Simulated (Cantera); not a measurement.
Gas-phase reforming

An isothermal, constant-pressure homogeneous reactor starts with CH4 : H2O = 1 : 0.56 (molar parts), at 1798 K and 1000000 Pa.

Cantera simulation using GRI-Mech 3.0 (53 species, 325 reactions); the numbers are that mechanism's predictions, not measurements. GRI-Mech 3.0 stops at C3 and has no aromatics, soot or wall deposition, so with more carbon than oxygen in the feed, carbon stays in small species such as C2H2 where larger ones or solid carbon would form.

| t (s) | x CH4 | x H2O | x H | x HO2 | x C2H2 | x H2 | x CH2O |
|---|---|---|---|---|---|---|---|
| 2.00e-5 | 0.617 | 0.357 | 6.21e-6 | <1e-12 | 0.000285 | 0.0151 | 1.70e-5 |
| 8.29e-5 | 0.526 | 0.341 | 2.08e-5 | <1e-12 | 0.0121 | 0.0904 | 3.32e-5 |
| 0.000344 | 0.343 | 0.296 | 4.41e-5 | <1e-12 | 0.0742 | 0.265 | 1.31e-5 |
| 0.00143 | 0.169 | 0.251 | 6.66e-5 | <1e-12 | 0.126 | 0.431 | 4.57e-6 |
| 0.00591 | 0.0923 | 0.209 | 8.09e-5 | <1e-12 | 0.135 | 0.520 | 2.02e-6 |
| 0.0245 | 0.0861 | 0.142 | 8.54e-5 | <1e-12 | 0.104 | 0.576 | 1.21e-6 |
| 0.102 | 0.0776 | 0.0577 | 9.02e-5 | <1e-12 | 0.0629 | 0.647 | 6.88e-7 |
| 0.421 | 0.0675 | 0.00770 | 9.33e-5 | <1e-12 | 0.0400 | 0.692 | 5.65e-7 |
| 1.75 | 0.0655 | 3.37e-5 | 9.38e-5 | <1e-12 | 0.0366 | 0.699 | 5.58e-7 |
| 7.24 | 0.0655 | 2.15e-5 | 9.38e-5 | <1e-12 | 0.0366 | 0.699 | 5.58e-7 |
| 30.0 | 0.0655 | 2.15e-5 | 9.38e-5 | <1e-12 | 0.0366 | 0.699 | 5.58e-7 |
x: mole fraction; the columns are a selection and need not sum to one.

Equilibrium at this temperature and pressure: CH4 0.0655, H2O 2.19e-5, H 9.38e-5, HO2 <1e-12, C2H2 0.0366, H2 0.699, CH2O 5.58e-7 (gas phase only).
